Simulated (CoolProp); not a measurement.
Values from CoolProp's reference Helmholtz-energy equation of state, Platzer 1990. This equation is an older, rougher fit; its heat capacities, sound speeds and derivatives of the liquid may be far off and weren't checked against measurements.

Problem. For CF4 (R14), give the phase and the viscosity (µPa s) at 325.8 K and 9 MPa; 363.8 K and 1.27 MPa.

Solution. 
- 325.8 K and 9 MPa: supercritical; viscosity 26.9
- 363.8 K and 1.27 MPa: gas; viscosity 20.9

Viscosity comes from a separate model (Huber 2003), an estimate that may be off by 10 % or more.
